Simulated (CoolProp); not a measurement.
Vapour-liquid equilibrium of R152A (1) + R227EA (2) at 0.0155 MPa; x and y are mole fractions of (1).

Computed with CoolProp (multi-fluid Helmholtz-energy mixture model, Outcalt 1996 and Lemmon 2016; pair parameters Bell 2016).

```
x     bubble temperature, mixture model (K)  bubble temperature, Raoult's law (K)  y, mixture model  y, Raoult's law
----  -------------------------------------  ------------------------------------  ----------------  ---------------
0.05                                  220.4                                 220.2             0.065            0.075
0.15                                      ?                                 219.4             0.206            0.213
0.25                                  218.8                                 218.6             0.346            0.339
0.35                                  217.9                                 217.9                 ?            0.454
0.45                                      ?                                 217.2             0.583            0.559
0.55                                      ?                                 216.5             0.676            0.655
0.65                                  215.4                                 215.8             0.755            0.743
0.75                                  214.8                                 215.2             0.825            0.824
0.85                                      ?                                 214.5                 ?            0.899
0.95                                  213.8                                 214.0             0.962            0.968
```

Fill in the missing entries.


- 0.15, bubble temperature, mixture model (K): 219.7
- 0.35, y, mixture model: 0.474
- 0.45, bubble temperature, mixture model (K): 217.0
- 0.55, bubble temperature, mixture model (K): 216.1
- 0.85, bubble temperature, mixture model (K): 214.3
- 0.85, y, mixture model: 0.892

The largest gap from Raoult's law is -0.4 K in bubble temperature, at x = 0.65. No azeotrope shows between x = 0.05 and 0.95.

The pair parameters rest on a limited set of measurements; away from them the model extrapolates. The gap from Raoult's law changes sign with composition, which may be real or a fault of the pair parameters; it wasn't checked against measurements.
